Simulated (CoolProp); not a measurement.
Vapour-liquid equilibrium of benzene (1) + toluene (2) at 237.95 °C; x and y are mole fractions of (1).

Values from CoolProp's multi-fluid Helmholtz-energy mixture model, Thol 2012 and Lemmon 2006; pair parameters Bell 2016.

Question: Give the bubble pressure and the first vapour's composition at x = 0.05, 0.15, 0.75. Is there an azeotrope?

Answer: x = 0.05: 1448 kPa, y = 0.073; x = 0.15: 1550 kPa, y = 0.208; x = 0.75: 2221 kPa, y = 0.813. No azeotrope shows between x = 0.05 and 0.95.

The pair parameters rest on a limited set of measurements; away from them the model extrapolates.
